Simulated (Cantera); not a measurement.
A closed system holds: 1 mol Ti(OiPr)₄, 1.3 mol H₂, held at 3.70 mbar.

Method: chemical equilibrium by Gibbs-energy minimisation in Cantera with the NASA 1993 tables (ideal gas, pure condensed phases). Candidate condensed phases: C, C₆H₆, C₇H₈, C₈H₁₈, H₂O, Ti, TiC, TiO, TiO₂, Ti₂O₃, Ti₃O₅, Ti₄O₇; 113 gas species. The feed counts by its element totals alone. TiC: taken at fixed stoichiometry. Equilibrium is a limit: real reactors are often held back by kinetics, nucleation or transport. All values below are at 1200 K.

Base state: H₂ 0.793, CO 0.207, CH₄ 3.67e-5, H₂O 1.58e-5 (mole fractions); condensed: C(graphite) + TiC(s).

Problem. What changes in the equilibrium state with this change: pressure from 3.70 mbar to 0.133 bar?

Solution. 
```csv
species,before,after
H₂,0.793,0.870
CO,0.207,0.128
CH₄,3.67e-5,0.00159
H₂O,1.58e-5,0.000385
CO₂,3.00e-6,4.13e-5
"C(graphite), mol",7.00,9.73
"TiC(s), mol",1.00,0
"Ti₄O₇(s), mol",0,0.250
```
Condensed phases not in the tables: Magnéli phases beyond Ti₄O₇.
